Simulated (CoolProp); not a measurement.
Vapour-liquid equilibrium of R113 (1) + acetone (2) at 28.75 °C; x and y are mole fractions of (1).

Model: multi-fluid Helmholtz-energy mixture model, Marx 1992 and Lemmon 2006; pair parameters Bell 2016, in CoolProp.

| x | bubble pressure, mixture model (MPa) | bubble pressure, Raoult's law (MPa) | y, mixture model | y, Raoult's law |
|---|---|---|---|---|
| 0.05 | 0.04065 | 0.03682 | 0.153 | 0.070 |
| 0.15 | 0.04745 | 0.03841 | ___ | 0.202 |
| 0.25 | ___ | 0.03999 | ___ | 0.324 |
| 0.35 | 0.05477 | 0.04157 | 0.514 | 0.437 |
| 0.45 | 0.05660 | 0.04315 | 0.569 | 0.541 |
| 0.55 | 0.05769 | 0.04473 | ___ | 0.637 |
| 0.65 | 0.05820 | 0.04631 | 0.665 | 0.728 |
| 0.75 | 0.05806 | 0.04789 | 0.721 | 0.812 |
| 0.85 | 0.05696 | 0.04947 | 0.796 | 0.891 |
| 0.95 | ___ | 0.05106 | 0.912 | 0.965 |

### Question
What belongs in the gaps?

### Answer

- 0.15, y, mixture model: 0.336
- 0.25, bubble pressure, mixture model (MPa): 0.05190
- 0.25, y, mixture model: 0.442
- 0.55, y, mixture model: 0.617
- 0.95, bubble pressure, mixture model (MPa): 0.05422

The largest gap from Raoult's law is +31.8 % in bubble pressure, at x = 0.35. y crosses x between x = 0.65 and 0.75: the model has an azeotrope there.

Pair parameters are fitted to limited data, so mixtures are less certain than the pure fluids.
